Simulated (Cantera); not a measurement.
Cantera run, input and output.

```python
import numpy as np
import cantera as ct

gas = ct.Solution("gri30.yaml")
gas.TPX = 600, 1000000, {'CH4': 1, 'C2H6': 0.057, 'O2': 3.23, 'N2': 12.2, 'H2O': 1.8}
flame = ct.FreeFlame(gas, width=0.008)
flame.set_refine_criteria(ratio=3, slope=0.08, curve=0.16)
flame.transport_model = "mixture-averaged"
flame.solve(loglevel=0, auto=True)
flame.transport_model = "multicomponent"
flame.soret_enabled = False
flame.solve(loglevel=0, refine_grid=True)
z, T = flame.grid, flame.T
thick = (T[-1] - T[0]) / np.gradient(T, z).max()
show = ['CH4', 'C2H6', 'O2', 'C2H4', 'H2', 'CH2O']
print(f"laminar burning velocity  {flame.velocity[0] * 100:.3f} cm/s")
print(f"burnt temperature         {T[-1]:.1f} K")
print(f"thermal thickness         {thick * 1e3:.4f} mm")
print(f"grid points               {len(z)}")
z0 = z[flame.heat_release_rate.argmax()]
print(f"{'z/mm':>9s}{'T/K':>9s}{'u/(m/s)':>9s}" + "".join(f"{s:>11s}" for s in show))
rows = []
for k in (-3, -2, -1.5, -1, -0.5, -0.25, 0, 0.25, 0.5, 1, 2, 4, 8):
    zz = z0 + k * thick
    rows.append([k * thick, np.interp(zz, z, T), np.interp(zz, z, flame.velocity),
                 *(np.interp(zz, z, flame.X[gas.species_index(s)]) for s in show)])
    print(f"{rows[-1][0] * 1e3:9.3f}{rows[-1][1]:9.1f}{rows[-1][2]:9.3f}" + "".join(f"{x:11.3e}" for x in rows[-1][3:]))
```

Output:

```
laminar burning velocity  17.394 cm/s
burnt temperature         1885.5 K
thermal thickness         0.1592 mm
grid points               132
     z/mm      T/K  u/(m/s)        CH4       C2H6         O2       C2H4         H2       CH2O
   -0.477    602.7    0.175  5.454e-02  3.115e-03  1.764e-01  7.168e-07  3.328e-04  1.239e-06
   -0.318    615.9    0.179  5.390e-02  3.105e-03  1.754e-01  6.088e-06  6.811e-04  1.041e-05
   -0.239    649.9    0.189  5.232e-02  3.068e-03  1.728e-01  2.571e-05  1.019e-03  4.346e-05
   -0.159    770.8    0.225  4.666e-02  2.862e-03  1.631e-01  1.294e-04  1.522e-03  2.140e-04
   -0.080   1130.1    0.331  2.896e-02  1.774e-03  1.304e-01  6.002e-04  2.172e-03  9.172e-04
   -0.040   1429.1    0.420  1.373e-02  6.679e-04  1.002e-01  8.199e-04  2.466e-03  1.020e-03
    0.000   1712.8    0.502  1.727e-03  2.588e-05  7.064e-02  1.800e-04  1.957e-03  2.135e-04
    0.040   1826.0    0.533  2.483e-05  8.525e-09  5.982e-02  1.232e-06  7.844e-04  5.088e-06
    0.080   1860.3    0.541  3.467e-07  2.399e-12  5.747e-02  6.541e-09  3.544e-04  7.590e-08
    0.159   1879.3    0.546  4.620e-10 -1.573e-16  5.650e-02  1.703e-12  1.148e-04  1.098e-10
    0.318   1884.9    0.548  1.713e-12  1.130e-16  5.630e-02  1.861e-15  4.189e-05  1.453e-12
    0.637   1885.5    0.548  2.525e-13 -3.040e-18  5.628e-02 -1.636e-17  3.375e-05  2.162e-13
    1.273   1885.5    0.548  5.655e-14 -1.907e-19  5.628e-02 -9.123e-19  3.355e-05  5.323e-14
```

Computed with Cantera and GRI-Mech 3.0 (53 species, 325 reactions). Burning velocities carry a grid error of a few per cent, more on coarse grids.
